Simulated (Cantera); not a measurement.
Charge: 1 mol Pb, 0.23 mol H2, held at 1200 °C and 1000 Pa.

Method: chemical equilibrium by Gibbs-energy minimisation in Cantera with the NASA 1993 tables (ideal gas, pure condensed phases). Candidate condensed phases: Pb; 4 gas species. Kinetics and transport are ignored.

Base state: Pb 0.813, H2 0.187, Pb2 0.000123, H 5.47e-5 (mole fractions); condensed: gas only.

Question: What changes in the equilibrium state with this change: temperature from 1200 °C to 450 °C?

Answer: 
```tsv
species	before	after
H2	0.187	1.00
Pb	0.813	3.10e-7
Pb2	0.000123	<1e-9
H	5.47e-5	<1e-9
Pb(l), mol	0	1.00
```

Question: What changes in the equilibrium state with this change: pressure from 1000 Pa to 100000 Pa?

Answer: 
```
species       before    after
----------  --------  -------
H2             0.187    0.981
Pb             0.813   0.0188
H            5.47e-5  1.25e-5
Pb2         0.000123  6.62e-6
Pb(l), mol         0    0.996
```
